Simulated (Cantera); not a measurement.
CCl₄ + H₂ + F₂ (fluorocarbon and chlorocarbon gases)

Input: 1 mol CCl₄, 0.64 mol H₂, 0.12 mol F₂, held at 100000 Pa.

Method: chemical equilibrium by Gibbs-energy minimisation in Cantera with the NASA 1993 tables (ideal gas, pure condensed phases). Candidate condensed phases: C, C₆H₆, C₇H₈, C₈H₁₈; 135 gas species. Ions and electrons are included (thermal ionisation). The tables' values for CCl are old estimates; treat these amounts as uncertain. Kinetics and transport are ignored.

From 2727 °C to 3227 °C the condensed part is C(graphite). From 3727 °C to 4727 °C nothing is condensed. The main C-bearing gas is C₃ at 2727 °C and C at 4727 °C.

```csv
T (°C),x Cl,x HCl,x H,x C,x HF,x C₃,x F,x C₂,n C(graphite)
2727,0.693,0.237,0.00582,5.07e-5,0.0548,0.000312,0.00145,3.17e-5,0.988
3227,0.693,0.152,0.0509,0.00297,0.0455,0.0292,0.00421,0.00327,0.419
3727,0.680,0.0545,0.133,0.0223,0.0285,0.0385,0.0132,0.0132,0
4227,0.651,0.0152,0.180,0.0739,0.0106,0.0158,0.0269,0.0188,0
4727,0.624,0.00453,0.192,0.127,0.00282,0.00221,0.0337,0.0107,0
```
x: gas mole fraction; n: condensed amount in mol.
